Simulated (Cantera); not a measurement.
**Thermodynamics of sublimation and decomposition of ceramics, feed MgO + C + H2**

Charge: 1 mol MgO, 0.015 mol C, 2 mol H2, at 7.50 Torr.

Equilibrium computed with Cantera from the NASA thermochemical tables; the gas is ideal and each condensed phase is pure. Candidate condensed phases: C, C6H6, C7H8, C8H18, H2O, Mg, MgCO3, MgO, Mg(OH)2; 116 gas species. The tables' values for MgH are old estimates; treat these amounts as uncertain. Equilibrium is a limit: real reactors are often held back by kinetics, nucleation or transport.

From 1277 °C to 1952 °C the condensed part is MgO(s). The main Mg-bearing gas is Mg throughout. The share of Mg in condensed phases is highest at 1277 °C (98.5 %) and lowest at 1952 °C (66.2 %).

```json
[
 {"T (°C)": "1277", "log p H2": "-2.01", "log p Mg": "-4.13", "log p H2O": "-6.33", "log p H": "-5.51", "log p CO": "-4.13", "log p OH": "-11.30", "log p MgOH": "-9.19", "log p CO2": "-8.90", "n MgO(s)": "0.985"},
 {"T (°C)": "1352", "log p H2": "-2.01", "log p Mg": "-4.12", "log p H2O": "-5.59", "log p H": "-5.15", "log p CO": "-4.13", "log p OH": "-10.12", "log p MgOH": "-8.53", "log p CO2": "-8.21", "n MgO(s)": "0.984"},
 {"T (°C)": "1427", "log p H2": "-2.01", "log p Mg": "-4.07", "log p H2O": "-4.96", "log p H": "-4.84", "log p CO": "-4.13", "log p OH": "-9.07", "log p MgOH": "-7.94", "log p CO2": "-7.62", "n MgO(s)": "0.983"},
 {"T (°C)": "1502", "log p H2": "-2.01", "log p Mg": "-3.96", "log p H2O": "-4.45", "log p H": "-4.54", "log p CO": "-4.13", "log p OH": "-8.19", "log p MgOH": "-7.40", "log p CO2": "-7.14", "n MgO(s)": "0.978"},
 {"T (°C)": "1577", "log p H2": "-2.02", "log p Mg": "-3.79", "log p H2O": "-4.05", "log p H": "-4.28", "log p CO": "-4.14", "log p OH": "-7.44", "log p MgOH": "-6.90", "log p CO2": "-6.78", "n MgO(s)": "0.967"},
 {"T (°C)": "1652", "log p H2": "-2.03", "log p Mg": "-3.59", "log p H2O": "-3.74", "log p H": "-4.03", "log p CO": "-4.14", "log p OH": "-6.81", "log p MgOH": "-6.45", "log p CO2": "-6.49", "n MgO(s)": "0.947"},
 {"T (°C)": "1727", "log p H2": "-2.04", "log p Mg": "-3.39", "log p H2O": "-3.47", "log p H": "-3.81", "log p CO": "-4.15", "log p OH": "-6.24", "log p MgOH": "-6.03", "log p CO2": "-6.24", "n MgO(s)": "0.913"},
 {"T (°C)": "1802", "log p H2": "-2.07", "log p Mg": "-3.20", "log p H2O": "-3.25", "log p H": "-3.61", "log p CO": "-4.17", "log p OH": "-5.73", "log p MgOH": "-5.65", "log p CO2": "-6.03", "n MgO(s)": "0.860"},
 {"T (°C)": "1877", "log p H2": "-2.11", "log p Mg": "-3.02", "log p H2O": "-3.05", "log p H": "-3.43", "log p CO": "-4.19", "log p OH": "-5.26", "log p MgOH": "-5.31", "log p CO2": "-5.84", "n MgO(s)": "0.779"},
 {"T (°C)": "1952", "log p H2": "-2.17", "log p Mg": "-2.86", "log p H2O": "-2.88", "log p H": "-3.28", "log p CO": "-4.22", "log p OH": "-4.82", "log p MgOH": "-5.00", "log p CO2": "-5.66", "n MgO(s)": "0.662"}
]
```
log p: log10 of the partial pressure in bar; n: condensed amount in mol.
